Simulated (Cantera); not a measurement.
Source: NASA polynomial tables (part measured, part estimated), evaluated in Cantera. Values are per mole of reaction as written; species without (g) are pure solids or liquids, kept so even where they would boil at 1 bar.

Between 2398 and 2748 K, where is each reaction favourable under standard conditions?
- 2 Pb(g) + CCl4(g) ⇌ 2 PbCl2(g) + C


- 2 Pb(g) + CCl4(g) ⇌ 2 PbCl2(g) + C: ΔG° is -567 kJ at 2398 K and -551 kJ at 2748 K; it stays negative (K > 1). ΔH° is -676 kJ and ΔS° -45 J/K at 2748 K.
